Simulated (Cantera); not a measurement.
Feed: 1 mol CuO, 0.48 mol C, 0.28 mol N2, at 0.133 bar.

These are equilibrium values from Cantera (NASA tables, ideal gas, pure condensed phases), not measurements of a reactor. Candidate condensed phases: C, Cu, CuO, Cu2O; 27 gas species. Kinetics and transport are ignored.

At 2500 K, list the 5 most abundant gas species with their mole fractions, and the condensed phases.

Cu 0.529, CO2 0.175, N2 0.149, CO 0.0836, O2 0.0446. Condensed: gas only.
